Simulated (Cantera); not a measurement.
Input: 1 mol C2F6, 2.3 mol F2, held at 2.10 Pa.

Cantera equilibrium calculation (NASA polynomials, part measured and part estimated; ideal gas, pure solids and liquids). Candidate condensed phases: C; 13 gas species. The feed counts by its element totals alone. Gases not in the tables: C2F6 and larger saturated fluorocarbons. Equilibrium is a limit: real reactors are often held back by kinetics, nucleation or transport.

Problem. Which condensed phases are stable at each of these points (T (K)): 1673, 1723, 1773, 1823, 1873, 1923, 1973, 2023, 2073, 2123?

Solution. 
| T (K) | condensed phases | C condensed (%) |
|---|---|---|
| 1673 | gas only | 0.0 |
| 1723 | gas only | 0.0 |
| 1773 | gas only | 0.0 |
| 1823 | gas only | 0.0 |
| 1873 | gas only | 0.0 |
| 1923 | gas only | 0.0 |
| 1973 | C(graphite) | 20.7 |
| 2023 | C(graphite) | 44.0 |
| 2073 | C(graphite) | 60.9 |
| 2123 | C(graphite) | 72.2 |

From 1673 K to 1923 K nothing is condensed. From 1973 K to 2123 K the condensed part is C(graphite).
